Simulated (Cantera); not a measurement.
What does this Cantera script print?

```python
import numpy as np
import cantera as ct

gas_names = """
    H HNO HNO2 HNO3 HO2 H2 H2O H2O2 N NH NH2 NH3 NH2OH NO NO2 NO3 N2 N2H2 N2H4 N2O O OH O2 O3 Pb PbO Pb2
""".split()
cond_names = """
    H2O(s) H2O(L) Pb(cr) Pb(L) PbO(rd) PbO(yw) PbO(L) PbO2(s) Pb3O4(s)
""".split()


# ... load() reads the species with a 1 bar reference pressure and builds the phases ...
atoms = {
    'PbO': {'Pb': 1, 'O': 1},
    'H2': {'H': 2},
    'N2': {'N': 2},
}
top_T = {'Pb3O4(s)': 820}  # K; cautious upper limits of use, not melting points


# ... equilibrate(T, P, feed) seeds the gas with the atoms and calls Mixture.equilibrate('TP', solver="vcs", rtol=1e-11, max_steps=5000) ...
results = []
feed = {'PbO': 1, 'H2': 0.53, 'N2': 74}  # mol
T = 1823  # K
P = 10000  # Pa
mix = equilibrate(T, P, feed)
results.append((T, P, feed, dict(zip(mix.species_names, mix.species_moles))))
print(gas.report(threshold=0.001))
for i in range(1, mix.n_phases):
    print(f"{mix.phase(i).name:16s} {mix.phase_moles(i):12.5e} mol")
```

Output:

```
       temperature   1823 K
          pressure   10000 Pa
           density   0.020038 kg/m^3
  mean mol. weight   30.373 kg/kmol
   phase of matter   gas

                          1 kg             1 kmol
                     ---------------   ---------------
          enthalpy        1.6535e+06         5.022e+07  J
   internal energy        1.1544e+06        3.5063e+07  J
           entropy            8854.4        2.6893e+05  J/K
    Gibbs function       -1.4488e+07       -4.4004e+08  J
 heat capacity c_p            1173.4             35640  J/K
 heat capacity c_v            899.68             27326  J/K

                      mass frac. Y      mole frac. X     chem. pot. / RT
                     ---------------   ---------------   ---------------
               H2O         0.0040983         0.0069096           -50.303
                N2           0.90221           0.97816           -28.957
                O2         0.0012269         0.0011646           -37.497
                Pb          0.066366         0.0097284            -17.59
               PbO          0.025665         0.0034925           -36.339
     [  +22 minor]        0.00043717        0.00054135

Pb(L)             0.00000e+00 mol
PbO(L)            0.00000e+00 mol
```

Equilibrium computed with Cantera from the NASA thermochemical tables; the gas is ideal and each condensed phase is pure. Gases not in the tables: (PbO)n polymers.
